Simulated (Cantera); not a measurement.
An adiabatic, constant-volume homogeneous reactor starts with 22.9 % H2, 11.4 % O2, 42.5 % N2, 23.3 % H2O, equivalence ratio 1.0, at 1200 K and 2500000 Pa.

Cantera simulation using the H2/O2 subset of GRI-Mech 3.0, which has no nitrogen chemistry; the numbers are that mechanism's predictions, not measurements. The hydrogen kinetics of GRI-Mech 3.0 are dated; newer H2 mechanisms differ, most at raised pressure. The pressure lies above the range GRI-Mech 3.0 was tuned for (to about 10 atm).

One state of this run: T (K) = 2785; P (bar) = 52.1; x H2 = 0.0185; x O2 = 0.00574; x H2O = 0.490; x H2O2 = 3.27e-6; x H = 0.00147; x HO2 = 1.11e-5; x O = 0.000540. x: mole fraction; the columns are a selection and need not sum to one.

Question: Which value of t (s) does it belong to?
A) 1.51e-5
B) 3.88e-6
C) 5.84e-5
D) 0.000879

Answer: D, 0.000879
